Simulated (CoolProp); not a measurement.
Normal hydrogen at 298.15 K and 0.314 MPa flows at 0.086 m/s in a round tube of 2 mm bore and 0.25 µm roughness, fully developed (64/Re and Nu = 3.66 if laminar; Colebrook and Gnielinski if turbulent). Each further row changes one setting.

Model: reference Helmholtz-energy equation of state, Leachman 2009, in CoolProp.

```json
[
 {"case": "as stated", "Reynolds number": "4.92", "Darcy friction factor": "13.0", "pressure drop (Pa/m)": "6.12", "heat-transfer coefficient (W/(m² K))": "341", "mass flow (kg/h)": "0.000248"},
 {"case": "velocity 0.172 m/s", "Reynolds number": "9.85", "Darcy friction factor": "6.50", "pressure drop (Pa/m)": "12.2", "heat-transfer coefficient (W/(m² K))": "341", "mass flow (kg/h)": "0.000496"},
 {"case": "diameter 4 mm", "Reynolds number": "9.85", "Darcy friction factor": "6.50", "pressure drop (Pa/m)": "1.53", "heat-transfer coefficient (W/(m² K))": "170", "mass flow (kg/h)": "0.000992"}
]
```

Viscosity comes from a separate model (Muzny 2013). Thermal conductivity comes from a separate model (Assael 2011).
